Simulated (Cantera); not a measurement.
An isothermal, constant-pressure homogeneous reactor starts with N2O : H2O = 0.26 : 0.027 (molar parts), at 1025 K and 1.00 bar.

Computed with Cantera and GRI-Mech 3.0 (53 species, 325 reactions). GRI-Mech 3.0 was tuned for natural gas; its chemistry of N2O as a main component is partial and can be far from experiment. The mechanism lacks the step 2 NO + O2 → 2 NO2, which can matter for NO2 below about 1400 K. The temperature is held fixed by assumption; the heat of reaction is taken as removed at once.

x: mole fraction; the columns are a selection and need not sum to one.

```
t (s)     x N2O   x H2O       x H      x H2     x HO2      x N2
--------  -----  ------  --------  --------  --------  --------
2.00e-6   0.906  0.0941    <1e-12    <1e-12    <1e-12   1.62e-8
7.17e-6   0.906  0.0941    <1e-12    <1e-12  2.37e-12   6.62e-8
2.57e-5   0.906  0.0941    <1e-12    <1e-12  7.91e-11   2.97e-7
9.21e-5   0.906  0.0941  2.00e-12    <1e-12         ?   1.25e-6
0.000330  0.906  0.0941  7.86e-12  8.31e-12         ?   4.70e-6
0.00118   0.906  0.0941  2.53e-11  1.12e-10         ?   1.73e-5
0.00424   0.906  0.0941  5.21e-11   1.05e-9         ?   6.31e-5
0.0152    0.906  0.0941  6.18e-11   5.34e-9         ?  0.000229
0.0545    0.905  0.0940  6.16e-11   1.42e-8         ?  0.000828
0.195     0.902  0.0939  5.39e-11   1.41e-8         ?   0.00297
0.700     0.890  0.0936  4.10e-11   6.40e-9         ?    0.0105
2.51      0.853  0.0924  3.05e-11   3.06e-9         ?    0.0360
9.00      0.737  0.0886  2.27e-11   1.85e-9         ?     0.115
```

Fill in the missing entries.


- 9.21e-5, x HO2: 1.73e-9
- 0.000330, x HO2: 2.52e-8
- 0.00118, x HO2: 2.67e-7
- 0.00424, x HO2: 1.24e-6
- 0.0152, x HO2: 1.42e-6
- 0.0545, x HO2: 1.12e-6
- 0.195, x HO2: 8.70e-7
- 0.700, x HO2: 5.35e-7
- 2.51, x HO2: 2.52e-7
- 9.00, x HO2: 9.81e-8
